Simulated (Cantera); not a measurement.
What does this Cantera script print?

```python
import numpy as np
import cantera as ct

gas_names = """
    B BO BO2 B2 B2O B2O2 B2O3 O O2 O3
""".split()
cond_names = """
    B(b) B(L) B2O3(L)
""".split()


def load(file, names, dense=False):
    # The tables refer to 1 bar. Condensed volumes are neglected.
    table = {s.name: s for s in ct.Species.list_from_file(file)}
    out = []
    for n in names:
        d = dict(table[n].input_data)
        d["thermo"] = dict(d["thermo"], **{"reference-pressure": 1e5})
        if dense:
            d["equation-of-state"] = {"model": "constant-volume", "density": "1e6 g/cm^3"}
        out.append(ct.Species.from_dict(d))
    return out


gas = ct.Solution(thermo="ideal-gas", species=load("nasa_gas.yaml", gas_names))
cond = {s.name: ct.Solution(thermo="fixed-stoichiometry", species=[s], name=s.name)
        for s in load("nasa_condensed.yaml", cond_names, dense=True)}
atoms = {
    'B': {'B': 1},
    'O2': {'O': 2},
}
top_T = {}  # K; cautious upper limits of use, not melting points


def equilibrate(T, P, feed):
    n = {}
    for name, mol in feed.items():
        for a, k in atoms[name].items():
            n[a] = n.get(a, 0.0) + k * mol
    gas.TPX = T, P, n
    mass = sum(n.values()) * gas.mean_molecular_weight
    gas.equilibrate("TP")
    valid = [c for c in cond.values() if c.min_temp <= T <= top_T.get(c.name, c.max_temp)]
    mix = ct.Mixture([(gas, mass / gas.mean_molecular_weight)] + [(c, 0.0) for c in valid])
    mix.T, mix.P = T, P
    mix.equilibrate("TP", solver="vcs", rtol=1e-11, max_steps=5000)
    return mix


results = []
T = 1875  # K
P = 1333.22  # Pa
for m in [0.26, 0.83, 1.4, 2, 2.6, 3.1, 3.7, 4.3, 4.8, 5.4, 6, 6.6]:
    feed = {'B': 1, 'O2': m}  # mol
    mix = equilibrate(T, P, feed)
    results.append((T, P, feed, dict(zip(mix.species_names, mix.species_moles))))

top = {s: max(r[3][s] / sum(r[3][g] for g in gas_names) for r in results) for s in gas_names}
cols = sorted((s for s in top if top[s] > 0.0001), key=lambda s: -top[s])[:8]
seen = [c for c in cond_names if any(r[3].get(c, 0) > 1e-12 for r in results)]
print("log10 of partial pressures in bar; condensed amounts in mol")
print(f"{'n(O2)':>10s}" + "".join(f"{s[:9]:>10s}" for s in cols + seen))
for T, P, feed, n in results:
    ng = sum(n[g] for g in gas_names)
    print(f"{feed['O2']:10.4g}" + "".join(f"{np.log10(max(n[s] / ng * P / 1e5, 1e-99)):10.3f}" for s in cols)
          + "".join(f"{n.get(c, 0):10.4g}" for c in seen))
```

It prints:

```
log10 of partial pressures in bar; condensed amounts in mol
     n(O2)        O2      B2O2      B2O3        BO       BO2         O       B2O      B(b)   B2O3(L)
      0.26   -15.902    -1.982    -2.637    -3.220    -6.977   -11.570    -5.200    0.5221         0
      0.83    -2.453    -8.101    -2.031    -6.279    -3.312    -4.845   -18.043         0     0.291
       1.4    -2.134    -8.487    -2.258    -6.472    -3.346    -4.686   -18.589         0         0
         2    -2.030    -8.726    -2.445    -6.592    -3.414    -4.634   -18.880         0         0
       2.6    -1.986    -8.880    -2.577    -6.669    -3.469    -4.612   -19.056         0         0
       3.1    -1.965    -8.977    -2.664    -6.717    -3.507    -4.602   -19.163         0         0
       3.7    -1.949    -9.071    -2.750    -6.764    -3.546    -4.593   -19.266         0         0
       4.3    -1.938    -9.149    -2.823    -6.803    -3.579    -4.588   -19.349         0         0
       4.8    -1.931    -9.206    -2.875    -6.831    -3.604    -4.584   -19.409         0         0
       5.4    -1.924    -9.265    -2.932    -6.861    -3.630    -4.581   -19.472         0         0
         6    -1.919    -9.318    -2.982    -6.888    -3.654    -4.578   -19.527         0         0
       6.6    -1.915    -9.365    -3.027    -6.911    -3.676    -4.576   -19.577         0         0
```

Method: chemical equilibrium by Gibbs-energy minimisation in Cantera with the NASA 1993 tables (ideal gas, pure condensed phases).
